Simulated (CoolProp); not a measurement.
Methanol at several states: Z from the reference equation and from simpler models built on Tc = 240.2 °C, pc = 82.16 bar, ω = 0.565; each cubic takes its own stable root.

Values from CoolProp's reference Helmholtz-energy equation of state, de Reuck 1993.

```csv
T (°C),p (bar),phase,reference,Redlich-Kwong,Peng-Robinson
138.65,21.8,liquid,[?],0.04553,[?]
-50.55,1.67,liquid,0.003369,[?],[?]
175.95,17.8,gas,[?],[?],0.8556
147.15,0.159,gas,0.9985,0.9988,0.9986
-80.35,0.116,liquid,0.0002613,0.0003613,0.0003128
146.65,18,liquid,0.02532,[?],[?]
```

Some entries are withheld; supply them.


- 138.65, reference: 0.03066
- 138.65, Peng-Robinson: 0.03625
- -50.55, Redlich-Kwong: 0.004636
- -50.55, Peng-Robinson: 0.003974
- 175.95, reference: 0.8318
- 175.95, Redlich-Kwong: 0.8817
- 146.65, Redlich-Kwong: 0.8508
- 146.65, Peng-Robinson: 0.03009

At some of these states Redlich-Kwong gives the other phase, because its saturation line lies elsewhere.
